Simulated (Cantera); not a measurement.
Feed: 1 mol MgCO3, 0.17 mol H2O, equilibrated at 0.133 bar.

Equilibrium computed with Cantera from the NASA thermochemical tables; the gas is ideal and each condensed phase is pure. Candidate condensed phases: C, C6H6, C7H8, C8H18, H2O, Mg, MgCO3, MgO, Mg(OH)2; 116 gas species. Equilibrium is a limit: real reactors are often held back by kinetics, nucleation or transport. All values below are at 2048 K.

Base state: CO2 0.805, H2O 0.140, CO 0.0335, O2 0.0166, OH 0.00267, H2 0.00122, O 0.000338, H 0.000215 (mole fractions); condensed: MgO(s).

Q: What changes in the equilibrium state with this change: MgCO3 replaced by Mg(OH)2?

A: 
```tsv
species	before	after
H2O	0.140	0.973
H2	0.00122	0.0143
O2	0.0166	0.00588
CO2	0.805	0
CO	0.0335	0
Mg(OH)2	8.00e-6	5.57e-5
H	0.000215	0.000733
OH	0.00267	0.00544
MgO(s), mol	1.000	1.000
```
